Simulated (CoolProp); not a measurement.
The fluid at 359.16 K and 5.38 MPa is throttled through a valve to 2.79 MPa with no heat exchange. The same conditions are run with several fluids, on thermodynamics alone (safety and materials aside).

Values from CoolProp's reference Helmholtz-energy equation of state of each fluid (n-decane: Lemmon 2006; n-nonane: Lemmon 2006; R1336mzz(E): Akasaka 2023; n-perfluoropentane: Gao 2022; R236FA: Pan 2012).

| fluid | temperature change (K) | final density (kg/m³) |
|---|---|---|
| n-decane | +0.9 | … |
| n-nonane | +0.9 | … |
| R1336mzz(E) | -0.6 | … |
| n-perfluoropentane | … | 1400 |
| R236FA | -0.8 | 1130 |

Some entries are withheld; supply them.


- n-decane, final density (kg/m³): 681
- n-nonane, final density (kg/m³): 668
- R1336mzz(E), final density (kg/m³): 1120
- n-perfluoropentane, temperature change (K): +0.0
